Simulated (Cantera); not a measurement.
What does this Cantera script print?

```python
import numpy as np
import cantera as ct

gas = ct.Solution("gri30.yaml")
gas.TPX = 475, 190000, {'C3H8': 1, 'O2': 5.88, 'N2': 17.1, 'H2O': 0.7}
flame = ct.FreeFlame(gas, width=0.026)
flame.set_refine_criteria(ratio=3, slope=0.08, curve=0.16)
flame.transport_model = "mixture-averaged"
flame.solve(loglevel=0, auto=True)
z, T = flame.grid, flame.T
thick = (T[-1] - T[0]) / np.gradient(T, z).max()
show = ['C3H8', 'O2', 'H2O', 'HCO', 'CH3', 'H2O2']
print(f"laminar burning velocity  {flame.velocity[0] * 100:.3f} cm/s")
print(f"burnt temperature         {T[-1]:.1f} K")
print(f"thermal thickness         {thick * 1e3:.4f} mm")
print(f"grid points               {len(z)}")
z0 = z[flame.heat_release_rate.argmax()]
print(f"{'z/mm':>9s}{'T/K':>9s}{'u/(m/s)':>9s}" + "".join(f"{s:>11s}" for s in show))
rows = []
for k in (-3, -2, -1.5, -1, -0.5, -0.25, 0, 0.25, 0.5, 1, 2, 4, 8):
    zz = z0 + k * thick
    rows.append([k * thick, np.interp(zz, z, T), np.interp(zz, z, flame.velocity),
                 *(np.interp(zz, z, flame.X[gas.species_index(s)]) for s in show)])
    print(f"{rows[-1][0] * 1e3:9.3f}{rows[-1][1]:9.1f}{rows[-1][2]:9.3f}" + "".join(f"{x:11.3e}" for x in rows[-1][3:]))
```

It prints:

```
laminar burning velocity  107.226 cm/s
burnt temperature         2407.2 K
thermal thickness         0.1497 mm
grid points               152
     z/mm      T/K  u/(m/s)       C3H8         O2        H2O        HCO        CH3       H2O2
   -0.449    475.1    1.073  4.050e-02  2.381e-01  2.836e-02  2.177e-19  5.640e-10  1.216e-08
   -0.299    475.9    1.076  4.045e-02  2.377e-01  2.850e-02  5.821e-16  7.186e-09  1.701e-07
   -0.225    479.6    1.087  4.038e-02  2.370e-01  2.911e-02  1.064e-13  4.023e-08  9.079e-07
   -0.150    515.0    1.173  3.999e-02  2.328e-01  3.380e-02  2.097e-10  7.835e-07  7.341e-06
   -0.075    840.3    1.961  3.224e-02  1.993e-01  6.592e-02  4.905e-07  1.926e-04  4.211e-05
   -0.037   1267.6    3.047  1.401e-02  1.538e-01  1.022e-01  2.057e-05  1.577e-03  4.813e-05
    0.000   1698.1    4.177  7.263e-04  1.022e-01  1.378e-01  9.504e-05  1.506e-03  4.721e-06
    0.037   1897.0    4.675  1.518e-06  7.178e-02  1.540e-01  2.875e-05  1.806e-04  9.243e-07
    0.075   1969.3    4.831  5.019e-10  5.927e-02  1.579e-01  2.406e-06  1.150e-05  6.721e-07
    0.150   2054.9    4.998  9.718e-16  5.071e-02  1.590e-01  9.507e-08  6.034e-08  5.344e-07
    0.299   2157.9    5.206  1.104e-22  4.533e-02  1.622e-01  3.994e-08  1.568e-11  3.951e-07
    0.599   2261.8    5.420  8.217e-34  4.143e-02  1.680e-01  1.569e-08  7.568e-16  2.956e-07
    1.197   2345.3    5.589  3.172e-44  3.827e-02  1.731e-01  5.471e-09  1.400e-16  2.536e-07
```

Computed with Cantera and GRI-Mech 3.0 (53 species, 325 reactions). GRI-Mech 3.0 was tuned for natural gas; its chemistry of propane as a main component is partial and can be far from experiment. Burning velocities carry a grid error of a few per cent, more on coarse grids.
